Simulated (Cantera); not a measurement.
**B2O3 + H2 (boron, boron nitride and boron oxide)**

Input: 1 mol B2O3, 38 mol H2, at 2223.15 K and 56.0 mbar.

Method: chemical equilibrium by Gibbs-energy minimisation in Cantera with the NASA 1993 tables (ideal gas, pure condensed phases). Candidate condensed phases: B, B2O3, B3O3H3, H2O; 23 gas species. Rates play no part.

```json
{
  "x(H2)": "0.921",
  "x(H)": "0.0260",
  "x(HBO)": "0.0200",
  "x(HBO2)": "0.0140",
  "x(H2O)": "0.00719",
  "x(BO)": "0.00674",
  "x(B2O3)": "0.00392",
  "x(B2O2)": "0.000878",
  "x(BO2)": "6.88e-5",
  "gas_amount": "39.65 mol",
  "log10 activity of B(s) (absent)": "-3.10"
}
```
